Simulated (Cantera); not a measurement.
**Ignition delay**

Mixture: CH₃OH : O₂ : N₂ = 1 : 2.78 : 10.4 (molar parts), at 3150 Torr, adiabatic and at constant volume. Ignition delay is the time to a rise of 400 K.

Detailed kinetics in Cantera: GRI-Mech 3.0 (53 species, 325 reactions). GRI-Mech 3.0 was tuned for natural gas; its chemistry of methanol as a main component is partial and can be far from experiment.

```json
[
 {"T0 (K)": "1048", "delay (ms)": "59.6"},
 {"T0 (K)": "1123", "delay (ms)": "12.7"},
 {"T0 (K)": "1198", "delay (ms)": "3.29"},
 {"T0 (K)": "1273", "delay (ms)": "1.02"},
 {"T0 (K)": "1348", "delay (ms)": "0.368"},
 {"T0 (K)": "1423", "delay (ms)": "0.152"},
 {"T0 (K)": "1498", "delay (ms)": "0.0712"}
]
```

The apparent activation energy between 1348 and 1498 K comes out as 180 kJ/mol.
